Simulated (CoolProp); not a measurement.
Vapour-liquid equilibrium of propane (1) + R236FA (2) at 1.34 MPa; x and y are mole fractions of (1).

Model: multi-fluid Helmholtz-energy mixture model, Lemmon 2009 and Pan 2012; pair parameters Bell 2016, in CoolProp.

```tsv
x	bubble temperature, mixture model (°C)	bubble temperature, Raoult's law (°C)	y, mixture model	y, Raoult's law
0.05	75.5	80.0	0.159	0.117
0.125	65.6	75.5	0.349	0.268
0.2	57.9	71.2	0.482	0.395
0.275	52.4	67.3	0.570	0.503
0.35	48.5	63.6	0.631	0.594
0.425	45.7	60.1	0.675	0.672
0.5	43.7	56.8	0.710	0.739
0.575	42.1	53.7	0.740	0.796
0.65	40.8	50.7	0.769	0.845
0.725	39.8	48.0	0.801	0.887
0.8	39.0	45.4	0.838	0.924
0.875	38.6	42.9	0.884	0.956
0.95	38.6	40.6	0.945	0.983
```

The largest gap from Raoult's law is -15.1 K in bubble temperature, at x = 0.35. y crosses x between x = 0.875 and 0.95: the model has an azeotrope there.

Pair parameters are fitted to limited data, so mixtures are less certain than the pure fluids.
